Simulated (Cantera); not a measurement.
## HI + H2O + H2 (abatement and gas-phase synthesis)

Input: 1 mol HI, 0.53 mol H2O, 0.13 mol H2, held at 28.0 Pa.

These are equilibrium values from Cantera (NASA tables, ideal gas, pure condensed phases), not measurements of a reactor. Candidate condensed phases: H2O, I2; 25 gas species. Ions and electrons are included (thermal ionisation). Rates play no part.

```
T (K)     x H    x I      x H2     x H2O       x O      x OH      x O2
-----  ------  -----  --------  --------  --------  --------  --------
2000   0.0497  0.448     0.261     0.233  0.000616   0.00443  0.000237
2500    0.451  0.306    0.0902    0.0260    0.0886    0.0269    0.0105
3000    0.597  0.261   0.00400   3.00e-5     0.136   0.00149  0.000405
3500    0.602  0.260  0.000291   1.20e-7     0.138  0.000114   2.18e-5
4000    0.603  0.260   4.00e-5   1.85e-9     0.138   1.63e-5   2.39e-6
4500    0.603  0.260   8.50e-6  7.15e-11     0.138   3.55e-6   4.29e-7
5000    0.602  0.260   2.46e-6  5.28e-12     0.138   1.05e-6   1.08e-7
```
x: gas mole fraction; nothing condenses.

From 2000 K to 5000 K nothing is condensed.
